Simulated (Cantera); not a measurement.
A perfectly stirred reactor is fed with 0.276 % CH4, 98.6 % H2, 1.09 % O2, at 0.0263 atm; it is held at 2525 K, and followed from long to short residence time.

Detailed kinetics in Cantera: GRI-Mech 3.0 (53 species, 325 reactions). Radical loss at walls, strong at low pressure, is not modelled.

One state of this run: x CH4 = 0.000176; x H2 = 0.932; x O2 = 1.56e-5; x O = 6.70e-6; x C2H6 = 4.99e-10; x CO = 0.00206; x C2H = 5.54e-7. x: mole fraction; the columns are a selection and need not sum to one.

**Question.** Which value of τ (s) does it belong to?
A. 0.0094
B. 0.025
C. 3.2
D. 0.17

**Answer.** B, 0.025
